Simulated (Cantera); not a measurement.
A closed system holds: 1 mol ZrO₂, 530 mol H₂, 0.058 mol H₂O, equilibrated at 0.133 bar.

Equilibrium computed with Cantera from the NASA thermochemical tables; the gas is ideal and each condensed phase is pure. Candidate condensed phases: H₂O, Zr, ZrO₂; 12 gas species. Rates play no part. All values below are at 1373 K.

Base state: H₂ 1.000, H₂O 0.000109 (mole fractions); condensed: ZrO₂(monoclinic).

Task: What changes in the equilibrium state with this change: ZrO₂ replaced by Fe₂O₃?

Result: 
```json
[
 {"species": "H₂", "before": "1.000", "after": "0.994"},
 {"species": "H₂O", "before": "0.000109", "after": "0.00577"},
 {"species": "ZrO₂(monoclinic), mol", "before": "1.00", "after": "0"},
 {"species": "Fe(γ), mol", "before": "0", "after": "2.00"}
]
```
Further candidate phases: Fe, FeO, Fe(OH)₂, Fe(OH)₃, Fe₂O₃, Fe₃O₄.
